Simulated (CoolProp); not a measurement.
Saturation properties of CF4 (R14).

Values from CoolProp's reference Helmholtz-energy equation of state, Platzer 1990. This equation is an older, rougher fit; its heat capacities, sound speeds and derivatives of the liquid may be far off and weren't checked against measurements.

| T (K) | p (kPa) | surface tension (mN/m) | vapour viscosity (µPa s) |
|---|---|---|---|
| 131.3 | 34.13 | 14.5 | 7.80 |
| 135.1 | 47.23 | 13.8 | 8.05 |
| 139 | 64.55 | 13.1 | 8.31 |
| 142.8 | 85.90 | 12.4 | 8.57 |
| 146.6 | 112.4 | 11.7 | 8.83 |
| 150.5 | 145.9 | 11.0 | 9.11 |
| 154.3 | 185.4 | 10.4 | 9.38 |
| 158.2 | 233.9 | 9.69 | 9.67 |
| 162 | 290.0 | 9.03 | 9.96 |
| 165.8 | 355.6 | 8.39 | 10.3 |
| 169.7 | 434.0 | 7.74 | 10.6 |
| 173.5 | 522.2 | 7.11 | 10.9 |
| 177.3 | 623.0 | 6.50 | 11.2 |
| 181.2 | 740.8 | 5.88 | 11.6 |

It boils at 145.1 K under 1 atm.

Viscosity comes from a separate model (Huber 2003), an estimate that may be off by 10 % or more. Surface tension comes from a separate correlation (Mulero 2012).
